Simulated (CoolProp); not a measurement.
Properties of ethylene along the isobar 57.1 bar (Tc = 282.4 K, pc = 50.42 bar, ω = 0.087).

Model: reference Helmholtz-energy equation of state, Smukala 2000, in CoolProp.

```json
[
 {"T (K)": "280.6", "phase": "liquid", "density (kg/m³)": "333.2", "cv (kJ/(kg K))": "1.506", "isothermal compressibility (1/MPa)": "0.07977"},
 {"T (K)": "294.7", "phase": "supercritical", "density (kg/m³)": "131.4", "cv (kJ/(kg K))": "1.590", "isothermal compressibility (1/MPa)": "0.5272"},
 {"T (K)": "308.8", "phase": "supercritical", "density (kg/m³)": "98.89", "cv (kJ/(kg K))": "1.481", "isothermal compressibility (1/MPa)": "0.3144"},
 {"T (K)": "323", "phase": "supercritical", "density (kg/m³)": "84.59", "cv (kJ/(kg K))": "1.469", "isothermal compressibility (1/MPa)": "0.2621"},
 {"T (K)": "337.1", "phase": "supercritical", "density (kg/m³)": "75.56", "cv (kJ/(kg K))": "1.484", "isothermal compressibility (1/MPa)": "0.2373"},
 {"T (K)": "351.2", "phase": "supercritical", "density (kg/m³)": "69.00", "cv (kJ/(kg K))": "1.511", "isothermal compressibility (1/MPa)": "0.2226"},
 {"T (K)": "365.3", "phase": "supercritical", "density (kg/m³)": "63.88", "cv (kJ/(kg K))": "1.545", "isothermal compressibility (1/MPa)": "___"},
 {"T (K)": "379.4", "phase": "supercritical", "density (kg/m³)": "59.72", "cv (kJ/(kg K))": "1.583", "isothermal compressibility (1/MPa)": "0.2055"},
 {"T (K)": "393.5", "phase": "supercritical", "density (kg/m³)": "56.22", "cv (kJ/(kg K))": "1.624", "isothermal compressibility (1/MPa)": "0.2002"},
 {"T (K)": "407.7", "phase": "supercritical", "density (kg/m³)": "53.20", "cv (kJ/(kg K))": "1.668", "isothermal compressibility (1/MPa)": "0.1960"},
 {"T (K)": "421.8", "phase": "supercritical", "density (kg/m³)": "50.59", "cv (kJ/(kg K))": "1.711", "isothermal compressibility (1/MPa)": "0.1927"},
 {"T (K)": "435.9", "phase": "supercritical", "density (kg/m³)": "48.28", "cv (kJ/(kg K))": "1.755", "isothermal compressibility (1/MPa)": "___"},
 {"T (K)": "450", "phase": "supercritical", "density (kg/m³)": "46.22", "cv (kJ/(kg K))": "1.800", "isothermal compressibility (1/MPa)": "___"}
]
```

Q: Fill in the missing entries.

A: 
- 365.3, isothermal compressibility (1/MPa): 0.2127
- 435.9, isothermal compressibility (1/MPa): 0.1900
- 450, isothermal compressibility (1/MPa): 0.1878
